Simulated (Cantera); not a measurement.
A closed system holds: 1 mol C₂H₂, 0.79 mol H₂O, 3.9 mol N₂, at 2950 K and 0.133 bar.

Method: chemical equilibrium by Gibbs-energy minimisation in Cantera with the NASA 1993 tables (ideal gas, pure condensed phases). Candidate condensed phases: C, C₆H₆, C₇H₈, C₈H₁₈, H₂O; 136 gas species. The numbers say what is thermodynamically allowed, not how fast it happens.

Base state: N₂ 0.524, H₂ 0.146, H 0.141, CO 0.113, HCN 0.0507, HNC 0.00918, C₂H₂ (acetylene) 0.00784, CN 0.00482 (mole fractions); condensed: C(graphite).

Q: What changes in the equilibrium state with this change: pressure from 0.133 bar to 0.00133 bar?

A: 
```
species              before     after
-----------------  --------  --------
N₂                    0.524     0.434
H                     0.141     0.383
CO                    0.113    0.0915
H₂                    0.146    0.0107
C                  0.000234    0.0136
C₃                  0.00136    0.0265
HCN                  0.0507   0.00724
CN                  0.00482    0.0255
C₄H₂               0.000175   1.45e-6
C₂H₂ (acetylene)    0.00784  0.000193
C₂H₂ (vinylidene)   2.20e-5   5.42e-7
C(graphite), mol      0.585         0
```
